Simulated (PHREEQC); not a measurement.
3.4 g of hydrous ferric oxide (600 m²/g; 0.2 weak and 0.005 strong sites per Fe, Dzombak-Morel constants, diffuse double layer) in 1 kg of water with 0.005 mol/kgw of an inert sodium salt and 3.3 mmol/kgw MgCl2, at 25 °C; the pH is set by adding NaOH or the inert anion's acid. O2 is buffered at 0.21 atm. CO2 from the air is kept out. No solid was allowed to form.

Computed with PHREEQC (ion-association model, wateq4f.dat).

```csv
pH,Mg sorbed (%),surface charge σ (C/m²),surface potential ψ (mV)
4,0.0,0.244,177
4.38,0.0,0.198,167
4.75,0.0,0.157,156
5.12,0.0,0.121,143
5.5,0.0,0.090,129
5.88,0.1,0.065,113
6.25,0.4,0.046,97
6.62,1.7,0.032,79
7,7.3,0.022,63
7.38,22.6,0.016,50
7.75,44.2,0.012,42
8.12,65.1,0.010,35
8.5,81.5,0.007,27
8.88,92.0,0.004,16
9.25,97.3,0.001,2
9.62,99.3,-0.004,-14
10,99.8,-0.009,-32
```

Complexes and solids missing from the database can't appear.
